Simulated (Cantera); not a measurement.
**Low-pressure radical oxidation in H2/O2**

An isothermal, constant-pressure homogeneous reactor starts with 0.666 % H2, 99.3 % O2, equivalence ratio 0.0034, at 1173 K and 0.00592 atm.

Detailed kinetics in Cantera: the H2/O2 subset of GRI-Mech 3.0, which has no nitrogen chemistry. Radical loss at walls, strong at low pressure, is not modelled.

```csv
t (s),x H2,x O2,x O,x OH,x H2O,x H2O2
4.00e-6,0.00666,0.993,<1e-12,<1e-12,<1e-12,<1e-12
2.20e-5,0.00666,0.993,3.46e-12,3.44e-12,<1e-12,<1e-12
0.000121,0.00666,0.993,7.91e-11,7.76e-11,2.98e-12,<1e-12
0.000663,0.00666,0.993,1.04e-9,9.33e-10,2.29e-10,<1e-12
0.00364,0.00666,0.993,1.93e-8,1.38e-8,1.52e-8,2.01e-12
0.0200,0.00640,0.993,0.000176,0.000117,0.000191,4.64e-10
0.110,1.86e-5,0.987,0.00554,0.000480,0.00630,5.79e-9
0.603,1.27e-5,0.989,0.00373,0.000397,0.00640,5.61e-9
3.31,3.20e-6,0.992,0.000925,0.000200,0.00656,4.40e-9
18.2,2.41e-7,0.993,6.93e-5,5.51e-5,0.00665,1.45e-9
100,1.47e-8,0.993,4.24e-6,1.37e-5,0.00667,1.74e-10
```
x: mole fraction; the columns are a selection and need not sum to one.

Equilibrium at this temperature and pressure: H2 6.23e-10, O2 0.993, O 1.81e-7, OH 2.82e-6, H2O 0.00668, H2O2 9.64e-12 (gas phase only).
